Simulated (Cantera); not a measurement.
Charge: 1 mol SiCl₄, 3.8 mol HCl, 5.7 mol H₂, held at 973 K and 93.0 mbar.

Equilibrium computed with Cantera from the NASA thermochemical tables; the gas is ideal and each condensed phase is pure. Candidate condensed phases: Si; 19 gas species. The tables' values for SiCl₃ are old estimates; treat these amounts as uncertain. Equilibrium is a limit: real reactors are often held back by kinetics, nucleation or transport.

Base state: H₂ 0.542, HCl 0.363, SiCl₄ 0.0944, SiHCl₃ 0.000793, SiCl₃ 4.30e-5 (mole fractions); condensed: gas only.

### Question
What changes in the equilibrium state with this change: temperature from 973 K to 1400 K?

### Answer
```tsv
species	before	after
H₂	0.542	0.500
HCl	0.363	0.407
SiCl₄	0.0944	0.0558
SiCl₂	5.61e-7	0.0172
SiCl₃	4.30e-5	0.0150
H	2.61e-9	1.13e-5
SiH₂Cl₂	6.95e-7	6.32e-5
SiHCl₃	0.000793	0.00484
```
